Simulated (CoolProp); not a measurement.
Vapour-liquid equilibrium of R1234yf (1) + R1234ze(E) (2) at 1.31 MPa; x and y are mole fractions of (1).

The numbers come from the multi-fluid Helmholtz-energy mixture model, Lemmon 2022 and Thol 2016; pair parameters Bell 2022 in CoolProp.

Q: Give the bubble temperature and the first vapour's composition at x = 0.25, 0.35, 0.95. Is there an azeotrope?

A: x = 0.25: 331.0 K, y = 0.287; x = 0.35: 329.9 K, y = 0.392; x = 0.95: 323.9 K, y = 0.957. No azeotrope shows between x = 0.05 and 0.95.

Pair parameters are fitted to limited data, so mixtures are less certain than the pure fluids.
